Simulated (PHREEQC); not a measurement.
Na3PO4 is added in steps, without added water, to 1 kg of water holding 0.027 mol/kgw HF and 0.093 mol/kgw CsF, at 20 °C. Oxygen is held at 0.21 atm. No CO2 enters from the air. No solid was allowed to form.

Base run: PHREEQC, ion-association model, wateq4f.dat. Each further column changes one thing. The table gives pH.

```
Na3PO4 added (mol)   base  metal-ligand complexes left out  Debye-Hückel limiting law  all activity coefficients set to 1  Davies equation for every ion
------------------  -----  -------------------------------  -------------------------  ----------------------------------  -----------------------------
0                    3.69                             3.69                       3.66                                3.81                           3.70
0.009                4.24                             4.25                 (withheld)                                4.37                           4.26
0.021                7.23                             7.24                 (withheld)                                7.57                           7.24
0.03                10.71                            10.69                      10.24                               11.26                          10.74
0.039               11.26                            11.24                      10.70                               11.84                          11.31
0.051               11.51                            11.48                      10.84                               12.12                          11.58
0.06                11.61                            11.58                      10.87                               12.24                          11.71
0.069               11.69                            11.65                      10.87                               12.34                          11.80
0.081               11.76                            11.73                      10.85                               12.44                          11.91
0.09                11.81                            11.77                      10.83                               12.50                          11.97
0.099               11.84                            11.80                      10.80                               12.55                          12.03
0.111               11.89                            11.84                 (withheld)                               12.61                          12.11
0.12                11.91                            11.87                      10.72                               12.65                          12.16
```

Problem. Some entries are withheld; supply them.

Solution. 
- 0.009, Debye-Hückel limiting law: 4.20
- 0.021, Debye-Hückel limiting law: 6.99
- 0.111, Debye-Hückel limiting law: 10.75

The ionic strength passes 0.7 mol/kgw, the rough limit of the ion-association models, in part of: base; metal-ligand complexes left out; Debye-Hückel limiting law; Davies equation for every ion. H3PO4, which wateq4f.dat lacks, is added to it with the constant of phreeqc.dat.
